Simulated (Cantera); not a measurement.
Boron, boron nitride and boron oxide: B2O3 + O2 + H2

Charge: 1 mol B2O3, 0.06 mol O2, 40 mol H2, equilibrated at 90.0 Torr.

Equilibrium computed with Cantera from the NASA thermochemical tables; the gas is ideal and each condensed phase is pure. Candidate condensed phases: B, B2O3, B3O3H3, H2O; 23 gas species. Gases not in the tables: H3BO3. Rates play no part.

```csv
T (°C),x H2,x HBO,x HBO2,x H,x B2O3,x H2O,n B2O3(l)
775,0.997,3.46e-8,1.08e-5,2.23e-8,2.49e-10,0.00299,1.000
875,0.997,6.28e-7,6.02e-5,2.06e-7,1.29e-8,0.00297,0.999
975,0.997,7.13e-6,0.000248,1.35e-6,3.46e-7,0.00288,0.995
1075,0.997,5.74e-5,0.000794,6.67e-6,5.57e-6,0.00263,0.983
1175,0.995,0.000362,0.00202,2.65e-5,5.99e-5,0.00217,0.950
1275,0.991,0.00183,0.00440,8.85e-5,0.000467,0.00173,0.855
1375,0.979,0.00670,0.00963,0.000254,0.00280,0.00177,0.545
1475,0.957,0.0139,0.0169,0.000645,0.00801,0.00237,0
1575,0.954,0.0155,0.0169,0.00150,0.00706,0.00328,0
1675,0.951,0.0169,0.0167,0.00318,0.00619,0.00434,0
1775,0.946,0.0181,0.0163,0.00629,0.00537,0.00555,0
1875,0.938,0.0190,0.0156,0.0117,0.00457,0.00691,0
```
x: gas mole fraction; n: condensed amount in mol.

From 775 °C to 1375 °C the condensed part is B2O3(l). From 1475 °C to 1875 °C nothing is condensed.
